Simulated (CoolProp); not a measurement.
Model: reference Helmholtz-energy equation of state, Colonna 2008, in CoolProp. It is a short technical equation, of lower accuracy than the large ones.

**Question.** For dodecamethylcyclohexasiloxane (D6), give the phase and the Z, cp (kJ/(kg K)), speed of sound (m/s) at 179.55 °C and 0.209 MPa; 208.85 °C and 0.0244 MPa; 26.55 °C and 0.184 MPa.

**Answer.** 
- 179.55 °C and 0.209 MPa: liquid; Z 0.0311, cp 1.89, speed of sound 427
- 208.85 °C and 0.0244 MPa: gas; Z 0.972, cp 1.71, speed of sound 92.8
- 26.55 °C and 0.184 MPa: liquid; Z 0.0340, cp 1.58, speed of sound 665
